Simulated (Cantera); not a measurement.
Charge: 1 mol CsCl, 0.058 mol HCl, 39 mol H2, equilibrated at 752 °C and 80.0 Pa.

Method: chemical equilibrium by Gibbs-energy minimisation in Cantera with the NASA 1993 tables (ideal gas, pure condensed phases). Candidate condensed phases: Cs, CsCl; 9 gas species. Rates play no part.

Base state: H2 0.974, CsCl 0.0246, HCl 0.00145, Cs2Cl2 0.000206 (mole fractions); condensed: gas only.

Task: What changes in the equilibrium state with this change: pressure from 80.0 Pa to 6.80 mbar?

Result: 
```csv
species,before,after
H2,0.974,0.975
CsCl,0.0246,0.0222
HCl,0.00145,0.00145
Cs2Cl2,0.000206,0.00142
```
